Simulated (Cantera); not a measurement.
What does this Cantera script print?

```python
import numpy as np
import cantera as ct

gas = ct.Solution("gri30.yaml")


def delay(T, t_max=10):
    gas.TPX = T, 1000000, {'CH4': 1, 'C2H6': 0.25, 'C3H8': 0.24, 'O2': 6.91, 'N2': 26}
    reactor = ct.IdealGasReactor(gas, clone=False)
    net = ct.ReactorNet([reactor])
    net.rtol, net.atol = 1e-8, 1e-16
    while net.time < t_max:
        t_old, T_old = net.time, reactor.T
        net.step()
        if reactor.T > T + 400:  # ignition: a rise of 400 K
            return t_old + (T + 400 - T_old) / (reactor.T - T_old) * (net.time - t_old)
    return np.nan


taus = []
for T in [1025, 1125, 1225, 1325, 1425, 1525, 1625, 1725, 1825, 1925]:
    taus.append(delay(T))
    print(f"T0 = {T:6g} K   tau = {taus[-1]:.4e} s")
```

Result:

```
T0 =   1025 K   tau = 1.0941e-02 s
T0 =   1125 K   tau = 1.9108e-03 s
T0 =   1225 K   tau = 4.2792e-04 s
T0 =   1325 K   tau = 1.2026e-04 s
T0 =   1425 K   tau = 4.1012e-05 s
T0 =   1525 K   tau = 1.6519e-05 s
T0 =   1625 K   tau = 7.7083e-06 s
T0 =   1725 K   tau = 4.0930e-06 s
T0 =   1825 K   tau = 2.4253e-06 s
T0 =   1925 K   tau = 1.5727e-06 s
```

Model: GRI-Mech 3.0 (53 species, 325 reactions), integrated in Cantera. GRI-Mech 3.0 was tuned for natural gas; its chemistry of propane as a main component is partial and can be far from experiment.
